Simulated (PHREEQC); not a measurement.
Consider water at 25 °C with 17 mmol/kgw TMAH and 2.1 mmol/kgw CO2. Closed to the air; pH follows from the charge balance.

Computed with PHREEQC (ion-association model, phreeqc.dat).

| quantity | before | after |
|---|---|---|
| pH | 12.04 | 11.44 |
| ionic strength (mol/kgw) | 0.0191 | 0.0190 |

**Question.** Name the change that produced these shifts.
A) diluted 5-fold with water
B) temperature from 25 to 45 °C
C) TMAH from 0.017 to 0.0017 mol/kgw
D) 0.0015 mol/kgw KOH added
E) temperature from 25 to 70 °C

**Answer.** B, temperature from 25 to 45 °C

This is a speciation only: nothing precipitates in the calculation. (CH3)4N+ isn't in the database: it is added as a free cation with an ion size of 4 Å. Away from 25 °C the constants follow the database's enthalpies or fits; those with neither stay at their 25 °C values.
